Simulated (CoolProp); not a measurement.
Vapour-liquid equilibrium of propylene (1) + cyclohexane (2) at 11.35 °C; x and y are mole fractions of (1).

Computed with CoolProp (multi-fluid Helmholtz-energy mixture model, Lemmon 2013 and Zhou 2014; pair parameters Bell 2016).

```tsv
x	bubble pressure, mixture model (bar)	bubble pressure, Raoult's law (bar)	y, mixture model	y, Raoult's law
0.05	0.5762	0.4686	0.885	0.862
0.2	___	1.671	___	0.967
0.35	___	2.872	0.983	0.985
0.5	___	4.074	0.989	0.992
0.65	___	5.276	0.993	0.995
0.8	___	6.478	___	0.998
0.95	7.622	7.680	___	1.000
```

Task: Complete the blanks.

Result: 
- 0.2, bubble pressure, mixture model (bar): 1.959
- 0.2, y, mixture model: 0.969
- 0.35, bubble pressure, mixture model (bar): 3.177
- 0.5, bubble pressure, mixture model (bar): 4.288
- 0.65, bubble pressure, mixture model (bar): 5.349
- 0.8, bubble pressure, mixture model (bar): 6.426
- 0.8, y, mixture model: 0.996
- 0.95, y, mixture model: 0.999

The largest gap from Raoult's law is +23.0 % in bubble pressure, at x = 0.05. No azeotrope shows between x = 0.05 and 0.95.

The pair parameters rest on a limited set of measurements; away from them the model extrapolates. The gap from Raoult's law changes sign with composition, which may be real or a fault of the pair parameters; it wasn't checked against measurements.
